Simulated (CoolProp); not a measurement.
Values from CoolProp's reference Helmholtz-energy equation of state, Lemmon 2006. It is a short technical equation, of lower accuracy than the large ones.

**Question.** Give the vapour pressure (MPa), vapour density (kg/m³), surface tension (mN/m), vapour viscosity (µPa s) of saturated n-decane at 274.05, 284.55 °C.

**Answer.** 
```json
[
 {"T (°C)": "274.05", "p (MPa)": "0.756", "vapour density (kg/m³)": "32.1", "surface tension (mN/m)": "3.33", "vapour viscosity (µPa s)": "9.83"},
 {"T (°C)": "284.55", "p (MPa)": "0.892", "vapour density (kg/m³)": "39.1", "surface tension (mN/m)": "2.70", "vapour viscosity (µPa s)": "10.2"}
]
```

Viscosity comes from a separate model (Huber 2004). Surface tension comes from a separate correlation (Mulero 2012).
